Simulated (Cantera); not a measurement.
**Pyrogenic steam for wet oxidation**

An isothermal, constant-pressure homogeneous reactor starts with 6.71 % H₂, 9.72 % O₂, 83.6 % N₂, equivalence ratio 0.34, at 848 K and 0.480 bar.

Cantera simulation using the H2/O2 subset of GRI-Mech 3.0, which has no nitrogen chemistry; the numbers are that mechanism's predictions, not measurements. Below about 950 K walls govern HO2 and H2O2 in real vessels. The temperature is held fixed by assumption; the heat of reaction is taken as removed at once.

| t (s) | x H₂ | x O₂ | x H | x H₂O₂ | x HO₂ |
|---|---|---|---|---|---|
| 9.00e-6 | 0.0671 | 0.0972 | <1e-12 | <1e-12 | <1e-12 |
| 3.00e-5 | 0.0671 | 0.0972 | <1e-12 | <1e-12 | <1e-12 |
| 9.97e-5 | 0.0671 | 0.0972 | <1e-12 | <1e-12 | 2.97e-12 |
| 0.000332 | 0.0671 | 0.0972 | 1.28e-12 | <1e-12 | 1.39e-11 |
| 0.00110 | 0.0671 | 0.0972 | 1.39e-12 | <1e-12 | 5.59e-11 |
| 0.00368 | 0.0671 | 0.0972 | 1.43e-12 | 1.00e-12 | 1.98e-10 |
| 0.0122 | 0.0671 | 0.0972 | 1.54e-12 | 1.15e-11 | 6.81e-10 |
| 0.0407 | 0.0671 | 0.0972 | 1.96e-12 | 1.33e-10 | 2.41e-9 |
| 0.136 | 0.0671 | 0.0972 | 3.98e-12 | 1.66e-9 | 9.92e-9 |
| 0.451 | 0.0671 | 0.0972 | 2.65e-11 | 3.36e-8 | 8.29e-8 |
| 1.50 | 0.0670 | 0.0972 | 1.15e-9 | 4.37e-6 | 1.61e-6 |
| 5.00 | 0.0636 | 0.0954 | 5.94e-8 | 0.000326 | 1.18e-5 |
x: mole fraction; the columns are a selection and need not sum to one.

Equilibrium at this temperature and pressure: H₂ <1e-12, O₂ 0.0659, H <1e-12, H₂O₂ 3.52e-12, HO₂ 1.54e-11 (gas phase only).
